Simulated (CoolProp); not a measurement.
Octamethyltrisiloxane (MDM) along the isobar 2440 kPa: Z from the reference equation and from simpler models built on Tc = 292.2 °C, pc = 1438 kPa, ω = 0.528; each cubic takes its own stable root.

Model: reference Helmholtz-energy equation of state, Thol 2017, in CoolProp.

```tsv
T (°C)	phase	reference	van der Waals	Soave-Redlich-Kwong
55.25	liquid	0.2680	0.4537	0.2960
65.85	liquid	0.2631	…	0.2897
76.55	liquid	0.2587	0.4347	0.2840
87.15	liquid	0.2547	0.4264	0.2789
97.85	liquid	0.2511	0.4187	0.2742
108.55	liquid	0.2478	…	…
119.15	liquid	0.2449	0.4052	0.2665
129.85	liquid	…	0.3993	0.2634
140.45	liquid	0.2401	…	…
151.15	liquid	…	0.3891	…
```

### Question
What belongs in the gaps?

### Answer

- 65.85, van der Waals: 0.4439
- 108.55, van der Waals: 0.4116
- 108.55, Soave-Redlich-Kwong: 0.2701
- 129.85, reference: 0.2423
- 140.45, van der Waals: 0.3940
- 140.45, Soave-Redlich-Kwong: 0.2607
- 151.15, reference: 0.2382
- 151.15, Soave-Redlich-Kwong: 0.2585
